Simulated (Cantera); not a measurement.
Feed: 1 mol SiCl4, 21 mol O2, equilibrated at 22.0 Pa.

Cantera equilibrium calculation (NASA polynomials, part measured and part estimated; ideal gas, pure solids and liquids). Candidate condensed phases: Si, SiO2; 15 gas species. The tables hold silica as quartz up to 1696 K and as liquid above; real silica turns to tridymite and cristobalite and melts near 1996 K. Rates play no part.

Task: At 1700 K, list the 5 most abundant gas species with their mole fractions, and the condensed phases.

Result: O2 0.831, Cl 0.166, O 0.00275, Cl2 0.000164, ClO 4.40e-5. Condensed: SiO2(condensed).
